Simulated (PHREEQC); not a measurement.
## Leach liquor: speciation

Make-up at 25 °C: 5.2 mmol/kgw H2SO4, 5.6 mmol/kgw Al2(SO4)3 and 60 mmol/kgw Fe2(SO4)3. Closed to the air; pH follows from the charge balance.

All values are PHREEQC results (ion-association model, phreeqc.dat), not measurements.

Precipitation was switched off in this run.

Predict the pH.

pH 2.35.

In which forms is S present?

FeSO4+ 42 %, Fe(SO4)2- 24 %, SO4-2 22 %, HSO4- 3.8 %, AlSO4+ 3.6 %, Al(SO4)2- 3.0 % of the S.

Examples of supersaturated solids here: Hematite (slow to form), Goethite (slow to form). Others may be too. Species that the database lacks are ignored.
